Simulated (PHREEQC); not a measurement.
2 g of hydrous ferric oxide (600 m²/g; 0.2 weak and 0.005 strong sites per Fe, Dzombak-Morel constants, diffuse double layer) in 1 kg of water with 0.1 mol/kgw of an inert sodium salt and 0.078 mmol/kgw Na2HAsO4 and 0.0054 mmol/kgw NiCl2, at 25 °C; the pH is set by adding NaOH or the inert anion's acid. O2 is buffered at 0.21 atm. The system is closed to CO2. Nothing may precipitate in this run.

The numbers come from PHREEQC with the ion-association model, wateq4f.dat.

| pH | As sorbed (%) | Ni sorbed (%) | surface charge σ (C/m²) | surface potential ψ (mV) |
|---|---|---|---|---|
| 3 | 100.0 | 0.0 | 0.356 | 151 |
| 3.5 | 100.0 | 0.0 | 0.342 | 149 |
| 4.5 | 100.0 | [?] | [?] | 137 |
| 5 | 100.0 | 3.1 | 0.209 | 124 |
| 5.5 | 100.0 | 19.6 | 0.153 | 109 |
| 6.5 | 100.0 | 93.2 | 0.069 | 71 |
| 7 | 100.0 | 99.1 | 0.041 | 49 |
| 7.5 | 100.0 | [?] | 0.019 | 25 |
| 8.5 | 100.0 | 100.0 | [?] | -23 |
| 9 | 99.8 | 100.0 | -0.038 | -46 |

### Question
Fill in the missing entries.

### Answer

- 4.5, Ni sorbed (%): 0.4
- 4.5, surface charge σ (C/m²): 0.266
- 7.5, Ni sorbed (%): 99.9
- 8.5, surface charge σ (C/m²): -0.017

Complexes and solids missing from the database can't appear. The database has no arsenate complexes of Ni. The oxide is taken as insoluble; below pH 4 it would dissolve.
